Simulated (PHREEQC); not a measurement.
Model water analysis in mmol/kgw, 25 °C, pH 6.59:

| constituent | mmol/kgw |
|---|---|
| Na | 109 |
| K | 0.714 |
| Ca | 1.44 |
| Mg | 7.33 |
| Cl | 107 |
| S(6) | 10 |
| Alkalinity (meq/kgw) | 8.5e-07 |

Valence states are taken as typed.

Equilibrium calculation in PHREEQC: Pitzer model, pitzer.dat.

Each row changes one thing in this solution. Precipitation was switched off in this run.

| case | HCO3- (mol/kgw) | CO2 (mol/kgw) | HSO4- (mol/kgw) | MgOH+ (mol/kgw) | CO3-2 (mol/kgw) | MgCO3 (mol/kgw) | SI of Gypsum (CaSO4:2H2O) | SI of Epsomite (MgSO4:7H2O) |
|---|---|---|---|---|---|---|---|---|
| as made | 3.40e-7 | 1.55e-7 | 8.13e-8 | 1.62e-8 | 1.88e-10 | 9.89e-11 | -1.38 | -3.40 |
| pH from 6.59 to 5.59 at the same alkalinity | 4.11e-6 | 1.87e-5 | 8.13e-7 | 1.63e-9 | 2.26e-10 | 1.19e-10 | -1.38 | -3.40 |
| temperature from 25 to 15 °C at the same typed pH | 3.59e-7 | 1.93e-7 | 6.23e-8 | 6.71e-9 | 1.57e-10 | 7.49e-11 | -1.36 | -3.30 |
| Mg from 7.33 to 22 mmol/kgw | 2.96e-7 | 1.26e-7 | 7.08e-8 | 4.76e-8 | 1.81e-10 | 2.34e-10 | -1.46 | -3.00 |
